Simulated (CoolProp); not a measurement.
Ammonia along the isobar 167 bar: density (kg/m³) from the reference equation and from simpler models built on Tc = 405.6 K, pc = 113.6 bar, ω = 0.256; each cubic takes its own stable root.

Model: reference Helmholtz-energy equation of state, Gao 2020, in CoolProp.

| T (K) | phase | reference |
|---|---|---|
| 296.3 | liquid | 619.2 |
| 310.3 | liquid | 599.7 |
| 324.4 | liquid | 579.0 |
| 338.4 | liquid | 556.9 |
| 352.5 | liquid | 532.8 |
| 366.5 | liquid | 506.2 |
| 380.6 | liquid | 475.6 |
| 394.6 | liquid | 438.9 |
| 408.7 | supercritical | 389.7 |
| 422.7 | supercritical | 308.8 |
| 436.8 | supercritical | 192.4 |

Problem. How far does each simpler model (van der Waals, Soave-Redlich-Kwong) lie from the reference over these 11 states: mean and median of the absolute difference, and the worst?

Solution. 
- van der Waals: mean 38.1 %, median 43.5 %, worst -45.8 % at 296.3 K and 167 bar
- Soave-Redlich-Kwong: mean 22.3 %, median 21.9 %, worst -26.7 % at 408.7 K and 167 bar
